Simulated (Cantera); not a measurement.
## Equilibrium for nitride etching: BN + H2O + N2

Input: 1 mol BN, 1.4 mol H2O, 7.9 mol N2, equilibrated at 1752 °C and 323 Torr.

Cantera equilibrium calculation (NASA polynomials, part measured and part estimated; ideal gas, pure solids and liquids). Candidate condensed phases: B, BN, B2O3, B3O3H3, H2O; 39 gas species. The numbers say what is thermodynamically allowed, not how fast it happens.

```json
{
 "x(N2)": "0.814",
 "x(H2)": "0.121",
 "x(B2O3)": "0.0274",
 "x(HBO)": "0.0169",
 "x(HBO2)": "0.0109",
 "x(B2O2)": "0.00618",
 "x(BO)": "0.00202",
 "x(H)": "0.00102",
 "x(H2O)": "0.000473",
 "gas_amount": "10.32 mol",
 "log10 activity of B(s) (absent)": "-1.90"
}
```
